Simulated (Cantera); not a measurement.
Charge: 1 mol B2O3, 36 mol HCl, 18 mol O2, at 1923.15 K and 1330 Pa.

Equilibrium computed with Cantera from the NASA thermochemical tables; the gas is ideal and each condensed phase is pure. Candidate condensed phases: B, B2O3, B3O3H3, H2O; 33 gas species. The tables' values for BOCl are old estimates; treat these amounts as uncertain. Rates play no part.

Base state: HCl 0.434, O2 0.262, Cl 0.185, H2O 0.0775, HBO2 0.0300, OH 0.00379, BO2 0.00178, O 0.00161 (mole fractions); condensed: gas only.

### Question
What changes in the equilibrium state with this change: HCl from 36 to 1.5 mol?

### Answer
```
species    before     after
-------  --------  --------
O2          0.262     0.847
Cl          0.185    0.0486
HBO2       0.0300    0.0372
HCl         0.434    0.0225
B2O3      0.00107    0.0235
H2O        0.0775   0.00544
BO2       0.00178    0.0111
H2       0.000207   8.07e-6
Cl2       0.00155  0.000106
HOCl      1.08e-5   1.00e-6
H        0.000117   2.32e-5
BO        2.99e-6   1.05e-5
```
